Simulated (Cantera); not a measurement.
Cantera run:

```python
import numpy as np
import cantera as ct

gas_names = [...]  # 148 gases of nasa_gas.yaml made of Al, C, H, N, O
cond_names = """
    AL(cr) AL(L) ALN(s) AL2O3(a) AL2O3(L) C(gr) C6H6(L) C7H8(L) C8H18(L),n-octa H2O(s) H2O(L)
""".split()


# ... load() reads the species with a 1 bar reference pressure and builds the phases ...
atoms = {
    'Al(CH3)3': {'AL': 1, 'C': 3, 'H': 9},
    'N2O': {'N': 2, 'O': 1},
    'N2': {'N': 2},
    'NH3': {'N': 1, 'H': 3},
}
top_T = {'ALN(s)': 2750, 'C(gr)': 4500}  # K; cautious upper limits of use, not melting points


# ... equilibrate(T, P, feed) seeds the gas with the atoms and calls Mixture.equilibrate('TP', solver="vcs", rtol=1e-11, max_steps=5000) ...
results = []
feed = {'Al(CH3)3': 1, 'N2O': 3.7, 'N2': 1.1, 'NH3': 0.35}  # mol
P = 1300  # Pa
for T in [775, 875, 975, 1075, 1175, 1275, 1375, 1475, 1575, 1675]:
    mix = equilibrate(T, P, feed)
    results.append((T, P, feed, dict(zip(mix.species_names, mix.species_moles))))

top = {s: max(r[3][s] / sum(r[3][g] for g in gas_names) for r in results) for s in gas_names}
cols = sorted((s for s in top if top[s] > 0.001), key=lambda s: -top[s])[:5]
seen = [c for c in cond_names if any(r[3].get(c, 0) > 1e-12 for r in results)]
print("log10 of partial pressures in bar; condensed amounts in mol")
print(f"{'T/K':>10s}" + "".join(f"{s[:9]:>10s}" for s in cols + seen))
for T, P, feed, n in results:
    ng = sum(n[g] for g in gas_names)
    print(f"{T:10.4g}" + "".join(f"{np.log10(max(n[s] / ng * P / 1e5, 1e-99)):10.3f}" for s in cols)
          + "".join(f"{n.get(c, 0):10.4g}" for c in seen))
```

It prints:

```
log10 of partial pressures in bar; condensed amounts in mol
       T/K        N2        H2        CO       CO2       H2O    ALN(s)  AL2O3(a)     C(gr)
       775    -2.250    -2.280    -2.872    -3.385    -3.497         0       0.5     1.396
       875    -2.272    -2.273    -2.655    -4.279    -4.319         0       0.5    0.8821
       975    -2.275    -2.272    -2.633    -5.283    -5.126         0       0.5    0.8085
      1075    -2.276    -2.272    -2.630    -6.128    -5.800         0       0.5    0.8009
      1175    -2.276    -2.271    -2.630    -6.827    -6.362         0       0.5    0.7998
      1275    -2.276    -2.271    -2.630    -7.414    -6.835         0       0.5    0.7991
      1375    -2.276    -2.271    -2.630    -7.913    -7.239         0       0.5    0.7979
      1475    -2.276    -2.272    -2.630    -8.340    -7.587         0       0.5    0.7954
      1575    -2.318    -2.290    -2.515    -8.205    -7.518    0.5302    0.2349         0
      1675    -2.318    -2.290    -2.514    -8.080    -7.336    0.5311    0.2343         0
```

Equilibrium computed with Cantera from the NASA thermochemical tables; the gas is ideal and each condensed phase is pure. The feed counts by its element totals alone. Mutual solubility and eutectic melting of coexisting phases are not modelled.
